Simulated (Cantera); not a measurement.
Cantera run, input and output.

```python
import numpy as np
import cantera as ct

gas = ct.Solution("gri30.yaml")
gas.TPX = 1375, 2800, {'H2': 0.0069, 'O2': 1}
inlet = ct.Reservoir(gas, clone=True)

reactor = ct.IdealGasConstPressureReactor(gas, energy="off", clone=False)
exhaust = ct.Reservoir(gas, clone=True)
tau = [0.76, 0.37, 0.18, 0.09, 0.044, 0.022, 0.011, 0.0052, 0.0026][0]
for a, b in ((inlet, reactor), (reactor, exhaust)):
    ct.MassFlowController(a, b, mdot=lambda t: reactor.mass / tau)
net = ct.ReactorNet([reactor])
show = ['H2', 'O2', 'H2O2', 'H2O', 'O', 'OH']

rows = []
print(f"{'tau/s':>10s}{'T/K':>9s}" + "".join(f"{s:>11s}" for s in show))
for tau in [0.76, 0.37, 0.18, 0.09, 0.044, 0.022, 0.011, 0.0052, 0.0026]:
    net.initial_time = 0.0
    net.advance(30 * tau)
    before = gas.X
    net.advance(40 * tau)
    drift = np.max(np.abs(gas.X - before) / (gas.X + 1e-9))
    rows.append([gas.T, *gas[show].X, drift])
    print(f"{tau:10.3e}{gas.T:9.1f}" + "".join(f"{x:11.3e}" for x in gas[show].X))
```

It prints:

```
     tau/s      T/K         H2         O2       H2O2        H2O          O         OH
 7.600e-01   1375.0  1.621e-05  9.914e-01  9.042e-09  6.619e-03  1.525e-03  4.503e-04
 3.700e-01   1375.0  2.447e-05  9.906e-01  1.082e-08  6.555e-03  2.206e-03  5.436e-04
 1.800e-01   1375.0  3.738e-05  9.898e-01  1.256e-08  6.479e-03  3.023e-03  6.422e-04
 9.000e-02   1375.0  5.761e-05  9.889e-01  1.418e-08  6.397e-03  3.836e-03  7.364e-04
 4.400e-02   1375.0  9.392e-05  9.881e-01  1.593e-08  6.296e-03  4.556e-03  8.318e-04
 2.200e-02   1375.0  1.583e-04  9.876e-01  1.802e-08  6.168e-03  5.024e-03  9.292e-04
 1.100e-02   1375.0  2.781e-04  9.873e-01  2.096e-08  5.977e-03  5.222e-03  1.045e-03
 5.200e-03   1375.0  5.248e-04  9.873e-01  2.548e-08  5.637e-03  5.129e-03  1.204e-03
 2.600e-03   1375.0  9.495e-04  9.876e-01  3.064e-08  5.120e-03  4.742e-03  1.369e-03
```

Detailed kinetics in Cantera: GRI-Mech 3.0 (53 species, 325 reactions). Radical loss at walls, strong at low pressure, is not modelled.
